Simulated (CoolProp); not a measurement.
A simple Rankine cycle with vinyl chloride: condensing at 329.15 K, boiler at 3.96 MPa, turbine inlet 418.7 K, turbine efficiency 0.9, pump efficiency 0.8, no recuperator. Each further row changes one setting.

Values from CoolProp's reference Helmholtz-energy equation of state, Thol 2022.

```csv
case,thermal efficiency (%),net work (kJ/kg),heat in (kJ/kg),turbine exit temperature (K),volume ratio over the turbine
as stated,…,…,333,329.2,…
condensing temperature 321.15 K,…,51.5,345,321.2,5.26
boiler pressure 2.77 MPa,11.3,40.7,…,…,2.91
turbine efficiency 0.8,11.9,39.6,333,330.5,4.45
```

**Question.** What belongs in the gaps?

**Answer.** 
- as stated, thermal efficiency (%): 13.6
- as stated, net work (kJ/kg): 45.1
- as stated, volume ratio over the turbine: 4.36
- condensing temperature 321.15 K, thermal efficiency (%): 14.9
- boiler pressure 2.77 MPa, heat in (kJ/kg): 360
- boiler pressure 2.77 MPa, turbine exit temperature (K): 354.6

The expansion ends wet for: as stated; condensing temperature 321.15 K.
